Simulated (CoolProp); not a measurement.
CF4 (R14) at 293.15 K and 7.18 MPa is compressed adiabatically to 24.5 MPa with isentropic efficiency 0.7. Each further row changes one setting.

The numbers come from the reference Helmholtz-energy equation of state, Platzer 1990 in CoolProp. This equation is an older, rougher fit; its heat capacities, sound speeds and derivatives of the liquid may be far off and weren't checked against measurements.

| case | work (kJ/kg) | final temperature (K) | final density (kg/m³) |
|---|---|---|---|
| as stated | 44.0 | 368.9 | 707 |
| efficiency 1 | 30.8 | 356.0 | 745 |
| efficiency 0.65 | 47.3 | 372.3 | 698 |
